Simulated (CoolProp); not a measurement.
1-butene along the isotherm 525 K: Z from the reference equation and from simpler models built on Tc = 419.3 K, pc = 4006 kPa, ω = 0.192; each cubic takes its own stable root.

The numbers come from the reference Helmholtz-energy equation of state, Lemmon 2005 in CoolProp. It is a short technical equation, of lower accuracy than the large ones.

```json
[
 {"p (kPa)": "501", "phase": "gas", "reference": "0.9792"},
 {"p (kPa)": "1000", "phase": "gas", "reference": "0.9583"},
 {"p (kPa)": "1500", "phase": "gas", "reference": "0.9371"},
 {"p (kPa)": "2000", "phase": "gas", "reference": "0.9156"},
 {"p (kPa)": "2500", "phase": "gas", "reference": "0.8940"},
 {"p (kPa)": "3000", "phase": "gas", "reference": "0.8721"},
 {"p (kPa)": "3510", "phase": "gas", "reference": "0.8498"},
 {"p (kPa)": "4010", "phase": "supercritical", "reference": "0.8278"},
 {"p (kPa)": "4510", "phase": "supercritical", "reference": "0.8060"},
 {"p (kPa)": "5010", "phase": "supercritical", "reference": "0.7844"},
 {"p (kPa)": "5510", "phase": "supercritical", "reference": "0.7632"},
 {"p (kPa)": "6010", "phase": "supercritical", "reference": "0.7425"}
]
```

### Question
How far does each simpler model (Pitzer virial, van der Waals, Soave-Redlich-Kwong, Peng-Robinson) lie from the reference over these 12 states: mean and median of the absolute difference, and the worst?

### Answer
- Pitzer virial: mean 1.3 %, median 1.3 %, worst +2.8 % at 525 K and 6010 kPa
- van der Waals: mean 2.3 %, median 1.5 %, worst -6.6 % at 525 K and 6010 kPa
- Soave-Redlich-Kwong: mean 1.6 %, median 1.3 %, worst +3.7 % at 525 K and 6010 kPa
- Peng-Robinson: mean 0.9 %, median 1.0 %, worst -1.2 % at 525 K and 4010 kPa
